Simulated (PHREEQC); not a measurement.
Consider water at 8.3 °C with 0.0022 mol FeCl3, 0.038 mol HCl and 0.00026 mol Na2SO4 per kg of water. Closed to the air; pH follows from the charge balance.

The numbers come from PHREEQC with the ion-association model, wateq4f.dat.

Precipitation was switched off in this run.

Q: Order these S species by the share of S that they hold, largest first: FeSO4+, FeHSO4+2, HSO4-, SO4-2.

A: FeSO4+ (38 %), HSO4- (31 %), SO4-2 (24 %), FeHSO4+2 (6.2 %)

Q: Order these Fe species by the share of Fe that they hold, largest first: Fe+3, FeCl+2, FeSO4+, FeOH+2, FeCl2+.

A: Fe+3 (67 %), FeCl+2 (22 %), FeSO4+ (4.5 %), FeCl2+ (3.5 %), FeOH+2 (2.5 %)

The pH is 1.49 and the ionic strength 0.0492 mol/kgw. Examples of supersaturated solids here: Hematite (slow to form), Goethite (slow to form). Others may be too. Species that the database lacks are ignored. Away from 25 °C the constants follow the database's enthalpies or fits; those with neither stay at their 25 °C values.
